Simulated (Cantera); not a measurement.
# Ignition delay

Mixture: 14.3 % CO, 7.72 % H₂, 11.5 % O₂, 66.5 % N₂, at 4.93 atm, adiabatic and at constant volume. Ignition delay is the time to a rise of 400 K.

Cantera simulation using GRI-Mech 3.0 (53 species, 325 reactions); the numbers are that mechanism's predictions, not measurements. The hydrogen kinetics of GRI-Mech 3.0 are dated; newer H2 mechanisms differ, most at raised pressure. Below about 950 K walls govern HO2 and H2O2 in real vessels.

| T0 (K) | delay (ms) |
|---|---|
| 850 | 405 |
| 925 | 37.8 |
| 1000 | 4.25 |
| 1075 | 0.414 |
| 1150 | 0.0520 |
| 1225 | 0.0202 |
| 1300 | 0.0120 |
| 1375 | 0.00849 |

- apparent activation energy between 1225 and 1375 K = 81 kJ/mol
